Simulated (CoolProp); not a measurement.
A Linde-Hampson liquefier for oxygen: isothermal reversible compression at 290 K from 1 atm to 15 MPa, throttling to 1 atm, return gas leaving the recuperator 10 K below the feed. Each further row changes one setting.

Computed with CoolProp (reference Helmholtz-energy equation of state, Schmidt 1985).

| case | liquid yield per pass | compression work (kJ/kg of gas) |
|---|---|---|
| as stated | … | 370 |
| high pressure 30 MPa | … | … |
| warm-end temperature 320 K | … | … |
| warm-end gap 15 K | … | 370 |

Task: Complete the blanks.

Result: 
- as stated, liquid yield per pass: 0.070
- high pressure 30 MPa, liquid yield per pass: 0.131
- high pressure 30 MPa, compression work (kJ/kg of gas): 419
- warm-end temperature 320 K, liquid yield per pass: 0.048
- warm-end temperature 320 K, compression work (kJ/kg of gas): 411
- warm-end gap 15 K, liquid yield per pass: 0.059

Above 300 K oxygen's equation is extrapolated.
